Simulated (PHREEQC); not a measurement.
Dissolve 0.42 mol/kgw MgSO4 and 0.00029 mol/kgw H4SiO4 at 25 °C. Closed to the air; pH follows from the charge balance.

All values are PHREEQC results (Pitzer model, pitzer.dat), not measurements.

| quantity | before | after |
|---|---|---|
| pH | 6.58 | 6.82 |
| H3SiO4- (mol/kgw) | 5.86e-7 | 1.03e-7 |
| SI of SiO2(a) (SiO2) | -0.81 | -1.56 |

Task: Name the change that produced these shifts.
(A) H4SiO4 from 0.00029 to 0.000435 mol/kgw
(B) temperature from 25 to 60 °C
(C) 0.019 mol/kgw MgBr2 added
(D) MgSO4 left out
(E) diluted 5-fold with water

Result: E, diluted 5-fold with water

This is a speciation only: nothing precipitates in the calculation. In brines, pH and single-ion activities rest on the MacInnes convention.
